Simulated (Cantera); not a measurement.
Cantera run, input and output.

```python
import numpy as np
import cantera as ct

surf = ct.Interface("diamond.yaml", "diamond_100")
gas, bulk = surf.adjacent["gas"], surf.adjacent["diamond"]
k = surf.kinetics_species_index(bulk.species_names[0])
cover = ["c6HH", "c6H*", "c6*H", "c6**", "c6HM", "c6B"]

rows, drift = [], 0.0
print(f"{'P':>10s}{'um/h':>11s}" + "".join(f"{s:>11s}" for s in cover))
for v in [1200, 1900, 2800, 4300, 6400, 9700, 15000, 22000]:
    T, P, xH, xCH3 = 1025, v, 0.007, 2.1e-05
    gas.TPX = T, P, {"H": xH, "CH3": xCH3, "CH4": 0.0098, "H2": 1 - xH - xCH3 - 0.0098}
    surf.TP = bulk.TP = T, P
    surf.coverages = "c6H*:0.1, c6HH:0.9"
    surf.advance_coverages(100.0)
    before = surf.coverages
    surf.advance_coverages(100.0)
    drift = max(drift, np.max(np.abs(surf.coverages - before) / (surf.coverages + 1e-9)))
    rate = surf.net_production_rates[k] * bulk.mean_molecular_weight / bulk.density * 3.6e9
    rows.append([rate, *surf[cover].coverages])
    print(f"{v:10.4g}{rate:11.4e}" + "".join(f"{x:11.3e}" for x in rows[-1][1:]))
```

Result:

```
         P       um/h       c6HH       c6H*       c6*H       c6**       c6HM        c6B
      1200 1.2399e-01  5.737e-01  2.055e-02  3.925e-01  1.151e-02  1.221e-03  3.364e-10
      1900 2.0912e-01  5.737e-01  2.056e-02  3.924e-01  1.151e-02  1.303e-03  5.675e-10
      2800 3.1973e-01  5.736e-01  2.057e-02  3.924e-01  1.151e-02  1.354e-03  8.676e-10
      4300 5.0501e-01  5.736e-01  2.059e-02  3.923e-01  1.152e-02  1.393e-03  1.370e-09
      6400 7.6510e-01  5.736e-01  2.062e-02  3.923e-01  1.152e-02  1.419e-03  2.076e-09
      9700 1.1744e+00  5.736e-01  2.067e-02  3.922e-01  1.153e-02  1.438e-03  3.187e-09
   1.5e+04 1.8327e+00  5.736e-01  2.075e-02  3.921e-01  1.154e-02  1.451e-03  4.973e-09
   2.2e+04 2.7033e+00  5.735e-01  2.085e-02  3.920e-01  1.156e-02  1.459e-03  7.336e-09
```

Cantera simulation using the Harris–Goodwin 1993 mechanism for the reconstructed diamond (100) surface; the numbers are that mechanism's predictions, not measurements.
